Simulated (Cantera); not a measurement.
An isothermal plug-flow reactor at 1250 K and 101000 Pa (inlet), inlet velocity 0.21 m/s, active area per volume 220 1/m; feed 0.277 % CH4, 10.8 % O2, 87.4 % N2, 1.44 % H2O.

Detailed kinetics in Cantera: Deutschmann's 1995 Pt surface mechanism with GRI-Mech 3.0 gas chemistry. Catalytic surfaces can have several steady states; this one follows from the mechanism file's or the stated starting coverage. Mass transfer to the wall is taken as infinitely fast.

One state of this run: x CH4 = 4.51e-8; x O2 = 0.103; x H2O = 0.0199; x CO2 = 0.00274; x CO = 3.19e-8; θ free Pt = 0.469; θ O* = 0.529; θ OH* = 0.00157. x: gas mole fraction; θ: surface coverage.

**Question.** Which value of z (m) does it belong to?
(A) 0.013
(B) 0.00042
(C) 0.0013
(D) 0.042

**Answer.** A, 0.013
